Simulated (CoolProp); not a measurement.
Vapour-liquid equilibrium of ethane (1) + n-butane (2) at -37.05 °C; x and y are mole fractions of (1).

The numbers come from the multi-fluid Helmholtz-energy mixture model, Bücker 2006 and Bücker 2006; pair parameters Kunz 2012 in CoolProp.

| x | bubble pressure, mixture model (MPa) | bubble pressure, Raoult's law (MPa) | y, mixture model | y, Raoult's law |
|---|---|---|---|---|
| 0.05 | 0.05699 | 0.06145 | 0.666 | 0.696 |
| 0.125 | 0.1150 | 0.1241 | 0.843 | 0.861 |
| 0.2 | 0.1748 | 0.1868 | 0.903 | 0.916 |
| 0.275 | 0.2360 | 0.2495 | 0.933 | 0.943 |
| 0.35 | 0.2979 | 0.3121 | 0.951 | 0.959 |
| 0.425 | 0.3601 | 0.3748 | 0.963 | 0.970 |
| 0.5 | 0.4223 | 0.4375 | 0.971 | 0.978 |
| 0.575 | 0.4845 | 0.5002 | 0.978 | 0.983 |
| 0.65 | 0.5468 | 0.5628 | 0.983 | 0.988 |
| 0.725 | 0.6094 | 0.6255 | 0.987 | 0.991 |
| 0.8 | 0.6729 | 0.6882 | 0.991 | 0.994 |
| 0.875 | 0.7383 | 0.7508 | 0.995 | 0.997 |
| 0.95 | 0.8069 | 0.8135 | 0.998 | 0.999 |

The largest gap from Raoult's law is -7.3 % in bubble pressure, at x = 0.125. No azeotrope shows between x = 0.05 and 0.95.

Pair parameters are fitted to limited data, so mixtures are less certain than the pure fluids.
